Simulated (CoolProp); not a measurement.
Ethanol at 298.15 K and 0.00507 MPa is throttled through a valve to 0.00313 MPa with no heat exchange. Each further row changes one setting.

Computed with CoolProp (reference Helmholtz-energy equation of state, Schroeder 2014).

```csv
case,temperature change (K),final density (kg/m³)
as stated,…,0.0583
outlet pressure 0.000939 MPa,…,…
outlet pressure 0.00407 MPa,-0.1,…
```

Task: Complete the blanks.

Result: 
- as stated, temperature change (K): -0.3
- outlet pressure 0.000939 MPa, temperature change (K): -0.6
- outlet pressure 0.000939 MPa, final density (kg/m³): 0.0175
- outlet pressure 0.00407 MPa, final density (kg/m³): 0.0759
